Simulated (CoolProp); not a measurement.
Vapour-liquid equilibrium of CH2F2 (R32) (1) + R1234ze(E) (2) at 27.2 kPa; x and y are mole fractions of (1).

Model: multi-fluid Helmholtz-energy mixture model, Tillner-Roth 1997 and Thol 2016; pair parameters Bell 2023, in CoolProp.

```csv
x,bubble temperature (°C),y at the bubble point,dew temperature at overall composition x (°C),liquid density (mol/L)
0.05,-50.1,0.271,-46.3,12.36
0.15,-56.8,0.564,-47.9,13.17
0.25,-61.3,0.707,-49.7,14.01
0.35,-64.4,0.788,-51.7,14.91
0.45,-66.7,0.841,-53.9,15.90
0.55,-68.5,0.879,-56.5,17.01
0.65,-70.0,0.910,-59.4,18.27
0.75,-71.4,0.937,-62.9,19.71
0.85,-72.6,0.963,-67.1,21.39
0.95,-73.8,0.988,-72.0,23.37
```

No azeotrope shows between x = 0.05 and 0.95.

The pair parameters rest on a limited set of measurements; away from them the model extrapolates.
